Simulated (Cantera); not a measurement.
Input: 1 mol Si2H6, 0.14 mol NO, 10 mol H2, at 3500 Pa.

Method: chemical equilibrium by Gibbs-energy minimisation in Cantera with the NASA 1993 tables (ideal gas, pure condensed phases). Candidate condensed phases: H2O, Si, SiO2, Si2N2O, Si3N4; 35 gas species. The feed counts by its element totals alone. Mutual solubility and eutectic melting of coexisting phases are not modelled. The tables hold silica as quartz up to 1696 K and as liquid above; real silica turns to tridymite and cristobalite and melts near 1996 K. Rates play no part.

Which condensed phases are stable at each of these points (T (K)): 623, 698, 773, 848, 923, 998, 1073, 1148, 1223, 1298, 1373, 1448, 1523?


```csv
T (K),condensed phases,Si condensed (%)
623,Si(s) + SiO2(α-quartz) + Si2N2O(s),100.0
698,Si(s) + SiO2(α-quartz) + Si2N2O(s),100.0
773,Si(s) + SiO2(α-quartz) + Si2N2O(s),100.0
848,Si(s) + SiO2(β-quartz) + Si2N2O(s),100.0
923,Si(s) + SiO2(β-quartz) + Si2N2O(s),100.0
998,Si(s) + SiO2(β-quartz) + Si2N2O(s),100.0
1073,Si(s) + SiO2(β-quartz) + Si2N2O(s),100.0
1148,Si(s) + SiO2(β-quartz) + Si2N2O(s),100.0
1223,Si(s) + SiO2(β-quartz) + Si2N2O(s),100.0
1298,Si(s) + SiO2(β-quartz) + Si2N2O(s),99.9
1373,Si(s) + SiO2(β-quartz) + Si2N2O(s),99.2
1448,Si(s) + Si2N2O(s),96.5
1523,Si(s) + Si2N2O(s),96.5
```

From 623 K to 773 K the condensed part is Si(s) + SiO2(α-quartz) + Si2N2O(s). From 848 K to 1373 K the condensed part is Si(s) + SiO2(β-quartz) + Si2N2O(s). From 1448 K to 1523 K the condensed part is Si(s) + Si2N2O(s).
